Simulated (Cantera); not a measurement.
Pyrogenic steam for wet oxidation

A perfectly stirred reactor is fed with 18.1 % H₂, 18.6 % O₂, 63.3 % N₂, at 480 Torr; it is held at 1073 K, and followed from long to short residence time.

Detailed kinetics in Cantera: the H2/O2 subset of GRI-Mech 3.0, which has no nitrogen chemistry. The temperature is held fixed by assumption; the heat of reaction is taken as removed at once.

| τ (s) | x H₂ | x O₂ | x OH | x O | x H₂O₂ | x H | x HO₂ |
|---|---|---|---|---|---|---|---|
| 11 | 0.000327 | 0.106 | 4.91e-6 | 7.55e-7 | 1.41e-6 | 1.26e-7 | 8.96e-6 |
| 4.5 | 0.000561 | 0.106 | 6.93e-6 | 1.60e-6 | 3.05e-6 | 3.03e-7 | 1.38e-5 |
| 1.8 | 0.000961 | 0.106 | 9.97e-6 | 3.33e-6 | 6.05e-6 | 7.40e-7 | 2.07e-5 |
| 0.70 | 0.00161 | 0.106 | 1.51e-5 | 6.85e-6 | 1.03e-5 | 1.85e-6 | 2.96e-5 |
| 0.28 | 0.00247 | 0.106 | 2.41e-5 | 1.36e-5 | 1.38e-5 | 4.50e-6 | 3.93e-5 |
| 0.11 | 0.00359 | 0.107 | 4.17e-5 | 2.76e-5 | 1.45e-5 | 1.12e-5 | 4.91e-5 |
| 0.043 | 0.00510 | 0.108 | 7.42e-5 | 5.54e-5 | 1.30e-5 | 2.82e-5 | 5.89e-5 |
| 0.017 | 0.00726 | 0.109 | 0.000130 | 0.000107 | 1.08e-5 | 7.01e-5 | 6.87e-5 |
| 0.0067 | 0.0105 | 0.110 | 0.000222 | 0.000200 | 9.01e-6 | 0.000174 | 7.84e-5 |
x: mole fraction; the columns are a selection and need not sum to one.
